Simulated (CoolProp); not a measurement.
Acetone along the isobar 2.39 MPa: density (kg/m³) from the reference equation and from simpler models built on Tc = 508.1 K, pc = 4.692 MPa, ω = 0.307; each cubic takes its own stable root.

Computed with CoolProp (reference Helmholtz-energy equation of state, Lemmon 2006). It is a short technical equation, of lower accuracy than the large ones.

```json
[
 {"T (K)": "436.6", "phase": "liquid", "reference": "600.1"},
 {"T (K)": "444.7", "phase": "liquid", "reference": "584.2"},
 {"T (K)": "452.8", "phase": "liquid", "reference": "566.7"},
 {"T (K)": "460.9", "phase": "liquid", "reference": "547.0"},
 {"T (K)": "469", "phase": "gas", "reference": "54.80"},
 {"T (K)": "477.1", "phase": "gas", "reference": "51.10"},
 {"T (K)": "485.2", "phase": "gas", "reference": "48.25"},
 {"T (K)": "493.3", "phase": "gas", "reference": "45.92"},
 {"T (K)": "501.4", "phase": "gas", "reference": "43.97"},
 {"T (K)": "509.5", "phase": "gas", "reference": "42.28"},
 {"T (K)": "517.6", "phase": "gas", "reference": "40.79"},
 {"T (K)": "525.7", "phase": "gas", "reference": "39.47"},
 {"T (K)": "533.8", "phase": "gas", "reference": "38.27"},
 {"T (K)": "541.9", "phase": "gas", "reference": "37.19"},
 {"T (K)": "550", "phase": "gas", "reference": "36.19"}
]
```

### Question
How far does each simpler model (van der Waals, Redlich-Kwong) lie from the reference over these 15 states: mean and median of the absolute difference, and the worst?

### Answer
- van der Waals: mean 29.5 %, median 8.5 %, worst -91.3 % at 460.9 K and 2.39 MPa
- Redlich-Kwong: mean 15.2 %, median 5.2 %, worst -90.6 % at 460.9 K and 2.39 MPa

At some of these states van der Waals, Redlich-Kwong gives the other phase, because its saturation line lies elsewhere.
